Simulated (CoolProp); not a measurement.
Water along the isotherm 726.85 °C: Z from the reference equation and from simpler models built on Tc = 373.9 °C, pc = 22.06 MPa, ω = 0.344; each cubic takes its own stable root.

Values from CoolProp's reference Helmholtz-energy equation of state, Wagner 2002.

| p (MPa) | phase | reference |
|---|---|---|
| 2.36 | gas | 0.9940 |
| 4.73 | gas | 0.9879 |
| 7.09 | gas | 0.9818 |
| 9.46 | gas | 0.9756 |
| 11.8 | gas | 0.9696 |
| 14.2 | gas | 0.9633 |
| 16.5 | gas | 0.9574 |
| 18.9 | gas | 0.9512 |
| 21.3 | gas | 0.9450 |
| 23.6 | supercritical | 0.9391 |
| 26 | supercritical | 0.9331 |
| 28.4 | supercritical | 0.9270 |
| 30.7 | supercritical | 0.9213 |
| 33.1 | supercritical | 0.9155 |

How far does each simpler model (Redlich-Kwong, Soave-Redlich-Kwong) lie from the reference over these 14 states: mean and median of the absolute difference, and the worst?


- Redlich-Kwong: mean 2.2 %, median 2.3 %, worst -3.7 % at 726.85 °C and 33.1 MPa
- Soave-Redlich-Kwong: mean 1.6 %, median 1.4 %, worst +3.6 % at 726.85 °C and 33.1 MPa
